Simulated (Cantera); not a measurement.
# Moist CO burnout

An isothermal, constant-pressure homogeneous reactor starts with CO : O2 : H2O : N2 = 0.0014 : 0.081 : 0.012 : 1 (molar parts), equivalence ratio 0.0086, at 975 K and 1.00 atm.

Computed with Cantera and GRI-Mech 3.0 (53 species, 325 reactions).

```json
[
 {"t (s)": "6.00e-6", "x CO": "0.00128", "x O2": "0.0740", "x H2O": "0.0110", "x CO2": "<1e-12", "x H2": "<1e-12", "x O": "<1e-12"},
 {"t (s)": "3.39e-5", "x CO": "0.00128", "x O2": "0.0740", "x H2O": "0.0110", "x CO2": "1.94e-12", "x H2": "<1e-12", "x O": "1.93e-12"},
 {"t (s)": "0.000192", "x CO": "0.00128", "x O2": "0.0740", "x H2O": "0.0110", "x CO2": "1.11e-11", "x H2": "<1e-12", "x O": "1.06e-11"},
 {"t (s)": "0.00108", "x CO": "0.00128", "x O2": "0.0740", "x H2O": "0.0110", "x CO2": "7.82e-11", "x H2": "<1e-12", "x O": "5.66e-11"},
 {"t (s)": "0.00613", "x CO": "0.00128", "x O2": "0.0740", "x H2O": "0.0110", "x CO2": "1.24e-9", "x H2": "2.48e-12", "x O": "3.21e-10"},
 {"t (s)": "0.0346", "x CO": "0.00128", "x O2": "0.0740", "x H2O": "0.0110", "x CO2": "5.91e-8", "x H2": "1.56e-10", "x O": "3.99e-9"},
 {"t (s)": "0.196", "x CO": "0.00125", "x O2": "0.0740", "x H2O": "0.0110", "x CO2": "3.19e-5", "x H2": "2.03e-7", "x O": "1.60e-7"},
 {"t (s)": "1.11", "x CO": "0.000934", "x O2": "0.0739", "x H2O": "0.0110", "x CO2": "0.000345", "x H2": "1.09e-6", "x O": "1.33e-7"},
 {"t (s)": "6.26", "x CO": "0.000259", "x O2": "0.0735", "x H2O": "0.0110", "x CO2": "0.00102", "x H2": "2.81e-7", "x O": "3.64e-8"},
 {"t (s)": "35.4", "x CO": "1.85e-5", "x O2": "0.0734", "x H2O": "0.0110", "x CO2": "0.00126", "x H2": "1.41e-8", "x O": "1.00e-9"},
 {"t (s)": "200", "x CO": "3.72e-7", "x O2": "0.0734", "x H2O": "0.0110", "x CO2": "0.00128", "x H2": "3.17e-10", "x O": "1.44e-11"}
]
```
x: mole fraction; the columns are a selection and need not sum to one.

Equilibrium at this temperature and pressure: CO <1e-12, O2 0.0734, H2O 0.0110, CO2 0.00128, H2 1.65e-12, O 1.95e-11 (gas phase only).
